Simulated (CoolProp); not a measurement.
A simple Rankine cycle with R113: condensing at 332.15 K, boiler at 0.958 MPa, turbine inlet 412.1 K, turbine efficiency 0.7, pump efficiency 0.6, no recuperator. Each further row changes one setting.

The numbers come from the reference Helmholtz-energy equation of state, Marx 1992 in CoolProp.

| case | thermal efficiency (%) | net work (kJ/kg) | heat in (kJ/kg) | turbine exit temperature (K) | volume ratio over the turbine |
|---|---|---|---|---|---|
| as stated | 10.3 | 19.3 | 187 | 370.5 | 7.13 |
| turbine inlet 432.1 K | 10.2 | 20.8 | 204 | 391.5 | 6.90 |
| condensing temperature 324.15 K | 11.2 | 21.9 | 195 | 366.2 | 9.12 |
| boiler pressure 0.671 MPa | 8.6 | 16.6 | 192 | 380.7 | 4.73 |
| turbine efficiency 0.6 | 8.7 | 16.4 | 187 | 374.4 | 7.21 |
